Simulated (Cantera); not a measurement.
## Gas-phase reforming

A perfectly stirred reactor is fed with CH4 : H2O : H2 = 1 : 1.8 : 5.8 (molar parts), at 0.276 atm; it is held at 1523 K, and followed from long to short residence time.

Model: GRI-Mech 3.0 (53 species, 325 reactions), integrated in Cantera.

```tsv
τ (s)	x CH4	x H2O	x H2	x H	x CO	x C2H2	x CH2O
4.0	0.0591	0.192	0.721	3.32e-5	0.00509	0.0215	6.66e-8
1.3	0.0808	0.201	0.702	3.11e-5	0.00123	0.0144	9.19e-8
0.40	0.1000	0.206	0.686	2.95e-5	0.000224	0.00664	1.14e-7
0.13	0.110	0.208	0.679	2.87e-5	4.48e-5	0.00240	1.24e-7
0.041	0.114	0.209	0.676	2.80e-5	1.01e-5	0.000654	1.25e-7
0.013	0.116	0.209	0.675	2.66e-5	2.48e-6	0.000122	1.15e-7
0.0042	0.116	0.209	0.675	2.32e-5	5.04e-7	1.20e-5	8.49e-8
0.0013	0.116	0.209	0.674	1.55e-5	3.82e-8	3.31e-7	3.12e-8
0.00043	0.116	0.209	0.674	7.10e-6	6.37e-10	3.25e-9	3.40e-9
0.00014	0.116	0.209	0.674	2.51e-6	3.27e-12	2.30e-11	1.50e-10
```
x: mole fraction; the columns are a selection and need not sum to one.
